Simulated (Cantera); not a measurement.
Mixture: 4.33 % CH₄, 5.20 % CO, 18.4 % O₂, 69.3 % N₂, 2.73 % CO₂, at 5.53 atm, adiabatic and at constant volume. Ignition delay is the time to a rise of 400 K.

Cantera simulation using GRI-Mech 3.0 (53 species, 325 reactions); the numbers are that mechanism's predictions, not measurements.

Problem. Predict: delay at 1125 K; delay at 1200 K; delay at 1275 K; delay at 1350 K; delay at 1425 K; apparent activation energy between 1275 and 1425 K.

Solution. 
```
Quantity                                                 Value
--------------------------------------------------  ----------
delay at 1125 K                                        28.7 ms
delay at 1200 K                                        8.98 ms
delay at 1275 K                                        3.15 ms
delay at 1350 K                                        1.22 ms
delay at 1425 K                                       0.515 ms
apparent activation energy between 1275 and 1425 K  180 kJ/mol
```
